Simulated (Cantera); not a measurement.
## Counterflow diffusion flame

A counterflow diffusion flame at 190000 Pa, nozzles 20 mm apart: fuel side 46.7 % CH₄, 16.8 % C₂H₆, 36.4 % C₃H₈ at 598 K, oxidiser side 23.0 % O₂, 77.0 % N₂ at 525 K, fuel mass flux 1.1 times the oxidiser's; mixture-averaged transport, no radiation.

Detailed kinetics in Cantera: GRI-Mech 3.0 (53 species, 325 reactions). GRI-Mech 3.0 was tuned for natural gas; its chemistry of propane as a main component is partial and can be far from experiment. GRI-Mech 3.0 has no aromatics or soot, which form on the fuel side of real flames. The maximum strain rate includes the flame's own expansion and is several times the mean.

```tsv
oxidiser flux (kg/m²/s)	max strain (1/s)	mean strain (1/s)	T max (K)	peak x OH	peak x H	peak x NO	peak x CO	peak x C₂H₂
0.47	228	42.3	2290	0.00941	0.00363	0.000456	0.0730	0.0412
0.64	303	57.6	2272	0.00955	0.00384	0.000426	0.0716	0.0400
0.85	396	76.5	2256	0.00965	0.00405	0.000399	0.0706	0.0388
1.1	504	99.0	2242	0.00972	0.00424	0.000376	0.0698	0.0377
1.5	675	135	2226	0.00979	0.00449	0.000348	0.0691	0.0362
2	886	180	2211	0.00982	0.00473	0.000321	0.0687	0.0348
2.7	1170	243	2193	0.00978	0.00496	0.000291	0.0683	0.0332
3.7	1580	333	2172	0.00966	0.00518	0.000256	0.0680	0.0313
```
x: mole fraction; the columns are a selection and need not sum to one.
